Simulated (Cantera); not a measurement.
Cantera run:

```python
import numpy as np
import cantera as ct

gas_names = """
    CL CL2 H HCL H2 Si SiCL SiCL2 SiCL3 SiCL4 SiH SiHCL3 SiH2 SiH2CL2 SiH3 SiH3CL SiH4 Si2 Si3
""".split()
cond_names = """
    Si(cr) Si(L)
""".split()


def load(file, names, dense=False):
    # The tables refer to 1 bar. Condensed volumes are neglected.
    table = {s.name: s for s in ct.Species.list_from_file(file)}
    out = []
    for n in names:
        d = dict(table[n].input_data)
        d["thermo"] = dict(d["thermo"], **{"reference-pressure": 1e5})
        if dense:
            d["equation-of-state"] = {"model": "constant-volume", "density": "1e6 g/cm^3"}
        out.append(ct.Species.from_dict(d))
    return out


gas = ct.Solution(thermo="ideal-gas", species=load("nasa_gas.yaml", gas_names))
cond = {s.name: ct.Solution(thermo="fixed-stoichiometry", species=[s], name=s.name)
        for s in load("nasa_condensed.yaml", cond_names, dense=True)}
atoms = {
    'SiCl4': {'Si': 1, 'CL': 4},
    'H2': {'H': 2},
}
top_T = {}  # K; cautious upper limits of use, not melting points


def equilibrate(T, P, feed):
    n = {}
    for name, mol in feed.items():
        for a, k in atoms[name].items():
            n[a] = n.get(a, 0.0) + k * mol
    gas.TPX = T, P, n
    mass = sum(n.values()) * gas.mean_molecular_weight
    gas.equilibrate("TP")
    valid = [c for c in cond.values() if c.min_temp <= T <= top_T.get(c.name, c.max_temp)]
    mix = ct.Mixture([(gas, mass / gas.mean_molecular_weight)] + [(c, 0.0) for c in valid])
    mix.T, mix.P = T, P
    mix.equilibrate("TP", solver="vcs", rtol=1e-11, max_steps=5000)
    return mix


results = []
feed = {'SiCl4': 1, 'H2': 1.1}  # mol
T = 573.15  # K
P = 420000  # Pa
mix = equilibrate(T, P, feed)
results.append((T, P, feed, dict(zip(mix.species_names, mix.species_moles))))
print(gas.report(threshold=1e-05))
for i in range(1, mix.n_phases):
    print(f"{mix.phase(i).name:16s} {mix.phase_moles(i):12.5e} mol")
```

It prints:

```
       temperature   573.15 K
          pressure   4.2e+05 Pa
           density   7.223 kg/m^3
  mean mol. weight   81.954 kg/kmol
   phase of matter   gas

                          1 kg             1 kmol
                     ---------------   ---------------
          enthalpy        -3.642e+06       -2.9848e+08  J
   internal energy       -3.7002e+06       -3.0324e+08  J
           entropy            3176.2         2.603e+05  J/K
    Gibbs function       -5.4625e+06       -4.4767e+08  J
 heat capacity c_p            780.47             63963  J/K
 heat capacity c_v            679.02             55648  J/K

                      mass frac. Y      mole frac. X     chem. pot. / RT
                     ---------------   ---------------   ---------------
               HCL        0.00083315         0.0018728           -47.304
                H2          0.012839           0.52194           -15.542
             SiCL4           0.98323           0.47432           -180.18
            SiHCL3         0.0030941         0.0018722           -148.42
     [  +15 minor]        4.2004e-07        3.4035e-07

Si(cr)            0.00000e+00 mol
```

These are equilibrium values from Cantera (NASA tables, ideal gas, pure condensed phases), not measurements of a reactor.
